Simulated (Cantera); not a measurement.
Input: 1 mol C, a varied amount of NH3, 4.6 mol N2, at 1427 °C and 4.80 bar.

Cantera equilibrium calculation (NASA polynomials, part measured and part estimated; ideal gas, pure solids and liquids). Candidate condensed phases: C, C6H6, C7H8, C8H18; 92 gas species. Equilibrium is a limit: real reactors are often held back by kinetics, nucleation or transport.

**Question.** At 0.071 mol NH3, list the 5 most abundant gas species with their mole fractions, and the condensed phases.

**Answer.** N2 0.977, H2 0.0222, HCN 0.000539, HNC 1.61e-5, H 1.00e-5. Condensed: C(graphite).
